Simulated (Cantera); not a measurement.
A closed system holds: 1 mol SiH₄, 2.3 mol CH₄, 14 mol H₂, at 1777 °C and 1.58 Torr.

Equilibrium computed with Cantera from the NASA thermochemical tables; the gas is ideal and each condensed phase is pure. Candidate condensed phases: C, C₆H₆, C₇H₈, C₈H₁₈, Si, SiC; 87 gas species. Kinetics and transport are ignored.

Base state: H₂ 0.948, H 0.0482, Si 0.00242, C₂H₂ (acetylene) 0.00101, SiC₂ 0.000126, Si₂C 8.14e-5, SiH 6.52e-5 (mole fractions); condensed: C(graphite) + SiC(s).

Task: What changes in the equilibrium state with this change: CH₄ from 2.3 to 0.037 mol?

Result: 
```csv
species,before,after
H₂,0.948,0.913
H,0.0482,0.0473
Si,0.00242,0.0368
Si₂C,8.14e-5,0.00124
Si₃,2.54e-8,8.98e-5
C₂H₂ (acetylene),0.00101,4.18e-6
"C(graphite), mol",1.31,0
"SiC(s), mol",0.941,0.0153
"Si(l), mol",0,0.273
```
Mutual solubility and eutectic melting of coexisting phases are not modelled. Gases not in the tables: Si₂H₆ and higher silanes.
